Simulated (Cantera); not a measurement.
A perfectly stirred reactor is fed with CH4 : O2 : N2 : CO2 = 1 : 5 : 18.8 : 1.1 (molar parts), equivalence ratio 0.40, at 3.95 atm; it is adiabatic with a 675 K inlet, and is followed from long to short residence time, starting on the burning branch (τ in s: 0.13, 0.057, 0.025, 0.011, 0.0049, 0.0021, 0.00094, 0.00041, 0.00018, 8e-05, 3.5e-05).

Cantera simulation using GRI-Mech 3.0 (53 species, 325 reactions); the numbers are that mechanism's predictions, not measurements.

Task: Predict: blow-out, bracketed by the residence times tried; x(CH4) at τ = 0.130 s; x(O2) at τ = 0.130 s; x(CO2) at τ = 0.130 s; x(CH2) at τ = 0.130 s; x(CH3) at τ = 0.130 s; x(CH4) at τ = 2.10 ms; x(O2) at τ = 2.10 ms; x(CO2) at τ = 2.10 ms; x(CH2) at τ = 2.10 ms; x(CH3) at τ = 2.10 ms.

Result: 
```
Property                                                                       Result
------------------------------------------------  -----------------------------------
blow-out, bracketed by the residence times tried  burning at 2.10 ms, out at 0.940 ms
x(CH4) at τ = 0.130 s                                                         1.52e-5
x(O2) at τ = 0.130 s                                                            0.116
x(CO2) at τ = 0.130 s                                                          0.0809
x(CH2) at τ = 0.130 s                                                         3.59e-9
x(CH3) at τ = 0.130 s                                                         1.90e-6
x(CH4) at τ = 2.10 ms                                                        0.000421
x(O2) at τ = 2.10 ms                                                            0.119
x(CO2) at τ = 2.10 ms                                                          0.0757
x(CH2) at τ = 2.10 ms                                                         1.25e-7
x(CH3) at τ = 2.10 ms                                                         3.58e-5
```
